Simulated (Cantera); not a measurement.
A Cantera script and its output.

```python
import numpy as np
import cantera as ct

gas = ct.Solution("gri30.yaml", transport_model="mixture-averaged")
show = ['NO', 'CH3', 'CO2']

rows = []
print(f"{'T/K':>7s}{'rho':>11s}{'cp':>10s}{'mu':>11s}{'lambda':>11s}{'Pr':>7s}" + "".join(f"{'D_' + s:>11s}" for s in show))
for T in [400, 600, 800, 1000, 1200, 1400, 1600]:
    gas.TPX = T, 2666, {'N2': 0.63, 'NH3': 0.12}
    Pr = gas.cp_mass * gas.viscosity / gas.thermal_conductivity
    D = [gas.mix_diff_coeffs_mole[gas.species_index(s)] for s in show]
    rows.append([gas.density, gas.cp_mass, gas.viscosity, gas.thermal_conductivity, Pr, *D])
    print(f"{T:7g}{gas.density:11.4e}{gas.cp_mass:10.1f}{gas.viscosity:11.4e}"
          f"{gas.thermal_conductivity:11.4e}{Pr:7.3f}" + "".join(f"{d:11.4e}" for d in D))
print("SI units: kg/m3, J/kg/K, Pa s, W/m/K, m2/s")
```

Result:

```
    T/K        rho        cp         mu     lambda     Pr       D_NO      D_CH3      D_CO2
    400 2.1048e-02    1173.5 2.1065e-05 3.4412e-02  0.718 1.3089e-03 1.4341e-03 1.0208e-03
    600 1.4032e-02    1238.8 2.8376e-05 4.9348e-02  0.712 2.6333e-03 2.9109e-03 2.1053e-03
    800 1.0524e-02    1316.7 3.4755e-05 6.4221e-02  0.713 4.2865e-03 4.7582e-03 3.4694e-03
   1000 8.4191e-03    1392.6 4.0524e-05 7.8758e-02  0.717 6.2346e-03 6.9365e-03 5.0810e-03
   1200 7.0159e-03    1449.9 4.5854e-05 9.2827e-02  0.716 8.4546e-03 9.4190e-03 6.9190e-03
   1400 6.0137e-03    1497.5 5.0848e-05 1.0637e-01  0.716 1.0929e-02 1.2186e-02 8.9681e-03
   1600 5.2619e-03    1536.9 5.5575e-05 1.1935e-01  0.716 1.3646e-02 1.5223e-02 1.1217e-02
SI units: kg/m3, J/kg/K, Pa s, W/m/K, m2/s
```

Detailed kinetics in Cantera: GRI-Mech 3.0 (53 species, 325 reactions). Polar gases are described roughly by these parameters. The composition is frozen, though it would react at the higher temperatures.
